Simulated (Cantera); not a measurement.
Cantera run:

```python
import numpy as np
import cantera as ct

gas_names = """
    B BH BH2 BH3 BN BO BO2 B2 B2O B2O2 B2O3 B3O3H3 H HBO HBO2 HNO HNO2 HNO3 HO2 H2 H2O H2O2 H3B3O6 N NH
    NH2 NH3 NH2OH NO NO2 NO3 N2 N2H2 N2H4 N2O O OH O2 O3
""".split()
cond_names = """
    B(b) B(L) BN(s) B2O3(L) B3O3H3(cr) H2O(s) H2O(L)
""".split()


def load(file, names, dense=False):
    # The tables refer to 1 bar. Condensed volumes are neglected.
    table = {s.name: s for s in ct.Species.list_from_file(file)}
    out = []
    for n in names:
        d = dict(table[n].input_data)
        d["thermo"] = dict(d["thermo"], **{"reference-pressure": 1e5})
        if dense:
            d["equation-of-state"] = {"model": "constant-volume", "density": "1e6 g/cm^3"}
        out.append(ct.Species.from_dict(d))
    return out


gas = ct.Solution(thermo="ideal-gas", species=load("nasa_gas.yaml", gas_names))
cond = {s.name: ct.Solution(thermo="fixed-stoichiometry", species=[s], name=s.name)
        for s in load("nasa_condensed.yaml", cond_names, dense=True)}
atoms = {
    'borazine': {'B': 3, 'N': 3, 'H': 6},
    'H2': {'H': 2},
    'H2O': {'H': 2, 'O': 1},
}
top_T = {'BN(s)': 3200}  # K; cautious upper limits of use, not melting points


def equilibrate(T, P, feed):
    n = {}
    for name, mol in feed.items():
        for a, k in atoms[name].items():
            n[a] = n.get(a, 0.0) + k * mol
    gas.TPX = T, P, n
    mass = sum(n.values()) * gas.mean_molecular_weight
    gas.equilibrate("TP")
    valid = [c for c in cond.values() if c.min_temp <= T <= top_T.get(c.name, c.max_temp)]
    mix = ct.Mixture([(gas, mass / gas.mean_molecular_weight)] + [(c, 0.0) for c in valid])
    mix.T, mix.P = T, P
    mix.equilibrate("TP", solver="vcs", rtol=1e-11, max_steps=5000)
    return mix


results = []
feed = {'borazine': 1, 'H2': 10, 'H2O': 0.42}  # mol
T = 1223.15  # K
P = 41  # Pa
mix = equilibrate(T, P, feed)
results.append((T, P, feed, dict(zip(mix.species_names, mix.species_moles))))
x = sorted(zip(gas.X, gas.species_names), reverse=True)
print(f"T = {T:g} K  P = {P:g} Pa  gas = {mix.phase_moles(0):.4g} mol")
print("   x: " + "  ".join(f"{s} {v:.3e}" for v, s in x if v > 1e-05))
print("   condensed (mol): " + ("  ".join(f"{mix.phase(i).name} {mix.phase_moles(i):.4g}"
      for i in range(1, mix.n_phases) if mix.phase_moles(i) > 1e-12) or "none"))
```

It prints:

```
T = 1223.15 K  P = 41 Pa  gas = 13.57 mol
   x: H2 9.886e-01  N2 1.021e-02  HBO2 6.727e-04  HBO 3.122e-04  H2O 1.406e-04  B2O3 4.713e-05  H 1.480e-05
   condensed (mol): BN(s) 2.723  B2O3(L) 0.1312
```

Cantera equilibrium calculation (NASA polynomials, part measured and part estimated; ideal gas, pure solids and liquids). The feed counts by its element totals alone. Mutual solubility and eutectic melting of coexisting phases are not modelled.
